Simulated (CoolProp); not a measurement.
Model: reference Helmholtz-energy equation of state, Lemmon 2006, in CoolProp. It is a short technical equation, of lower accuracy than the large ones.

Question: Give the vapour pressure (kPa), liquid cp (kJ/(kg K)), surface tension (mN/m), liquid viscosity (µPa s) of saturated isopentane at 78.25 °C.

Answer: 
```json
[
 {"T (°C)": "78.25", "p (kPa)": "438", "liquid cp (kJ/(kg K))": "2.59", "surface tension (mN/m)": "8.93", "liquid viscosity (µPa s)": "123"}
]
```

Viscosity comes from a separate model (Chung 1988), a generic estimate that can be far off for the liquid and wasn't checked against measurements. Surface tension comes from a separate correlation (Mulero 2012).
